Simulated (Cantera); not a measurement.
Charge: 1 mol trisilylamine, 5.5 mol NH3, 0.54 mol H2, equilibrated at 0.0100 bar.

Equilibrium computed with Cantera from the NASA thermochemical tables; the gas is ideal and each condensed phase is pure. Candidate condensed phases: Si, Si3N4; 18 gas species. The feed counts by its element totals alone. The tables' values for SiN are old estimates; treat these amounts as uncertain. Gases not in the tables: Si2H6 and higher silanes. Equilibrium is a limit: real reactors are often held back by kinetics, nucleation or transport. All values below are at 1750 °C.

Base state: H2 0.783, N2 0.194, H 0.0168, Si 0.00569, SiH 0.000324, SiH2 9.46e-5, Si2N 7.94e-5, Si2 6.23e-5 (mole fractions); condensed: Si(l).

What changes in the equilibrium state with this change: trisilylamine replaced by SiH2Cl2?


```
species       before     after
----------  --------  --------
H2             0.783     0.660
N2             0.194     0.200
HCl                0    0.0877
SiCl2              0    0.0272
H             0.0168    0.0154
SiCl               0   0.00164
Cl                 0   0.00152
SiCl3              0   6.23e-5
SiH2         9.46e-5   7.98e-5
SiH         0.000324  0.000297
Si(l), mol      2.89     0.514
```
The tables' values for SiCl, SiN, SiCl3 are old estimates; treat these amounts as uncertain. Further candidate phases: NH4Cl.
